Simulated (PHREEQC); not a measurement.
Make-up at 20 °C: 0.014 mol HF, 0.088 mol NH4F and 0.00012 mol H2SiF6 per kg of water. Closed to the air; pH follows from the charge balance.

Model: ion-association model, phreeqc.dat, run in PHREEQC.

Problem. The ionic strength comes out as 0.0883 mol/kgw. What activity coefficients do F-, H+, HF2-, NH4+, SiF6-2 get?

Solution. F- 0.77, H+ 0.83, HF2- 0.79, NH4+ 0.76, SiF6-2 0.39.

This is a speciation only: nothing precipitates in the calculation. Complexes and solids missing from the database can't appear. SiF6-2 is the database's only silicon fluoride.
